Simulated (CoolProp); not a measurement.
The fluid at 293.15 K and 0.628 MPa is throttled through a valve to 0.0966 MPa with no heat exchange. The same conditions are run with several fluids, on thermodynamics alone (safety and materials aside).

Model: reference Helmholtz-energy equation of state of each fluid (C3F8 (R218): Lemmon 2006; carbon dioxide: Span 1996; R410A: Lemmon 2003; methane: Setzmann 1991; nitrogen: Span 2000), in CoolProp. Blends and air are pseudo-pure fits.

Problem. Rank C3F8 (R218), carbon dioxide, R410A, methane, nitrogen by temperature change (K), highest first.

Solution. nitrogen (-1.2), methane (-2.4), carbon dioxide (-6.2), C3F8 (R218) (-8.7), R410A (-12.3)

| fluid | final density (kg/m³) |
|---|---|
| C3F8 (R218) | 7.87 |
| carbon dioxide | 1.79 |
| R410A | 3.05 |
| methane | 0.642 |
| nitrogen | 1.11 |
